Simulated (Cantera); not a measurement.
Input: 1 mol SrCl₂, 4.6 mol H₂, 4 mol N₂, at 1648 K and 0.00133 bar.

Method: chemical equilibrium by Gibbs-energy minimisation in Cantera with the NASA 1993 tables (ideal gas, pure condensed phases). Candidate condensed phases: NH₄Cl, Sr, SrCl₂; 15 gas species. Rates play no part.

Base state: H₂ 0.475, N₂ 0.416, SrCl₂ 0.101, HCl 0.00334, SrCl 0.00244, H 0.00168, Sr 0.000454 (mole fractions); condensed: gas only.

Q: What changes in the equilibrium state with this change: pressure from 0.00133 bar to 0.00370 bar?

A: 
```
species    before     after
-------  --------  --------
H₂          0.475     0.477
N₂          0.416     0.416
SrCl₂       0.101     0.102
HCl       0.00334   0.00253
H         0.00168   0.00101
Sr       0.000454  0.000289
SrCl      0.00244   0.00196
```

Q: What changes in the equilibrium state with this change: pressure from 0.00133 bar to 1.10e-6 bar?

A: 
```tsv
species	before	after
H₂	0.475	0.420
N₂	0.416	0.399
SrCl₂	0.101	0.0823
H	0.00168	0.0550
HCl	0.00334	0.0233
Cl	9.27e-6	0.00239
Sr	0.000454	0.00816
```

Q: What changes in the equilibrium state with this change: 0.015 mol O₂ added?

A: 
| species | before | after |
|---|---|---|
| H₂ | 0.475 | 0.473 |
| N₂ | 0.416 | 0.416 |
| SrCl₂ | 0.101 | 0.101 |
| H₂O | 0 | 0.00249 |
| HCl | 0.00334 | 0.00396 |
| Sr | 0.000454 | 0.000322 |
| SrCl | 0.00244 | 0.00206 |
| SrO(s), mol | 0 | 0.00600 |
Condensed phases not in the tables: oxide chlorides. Further candidate phases: H₂O, SrO, Sr(OH)₂.
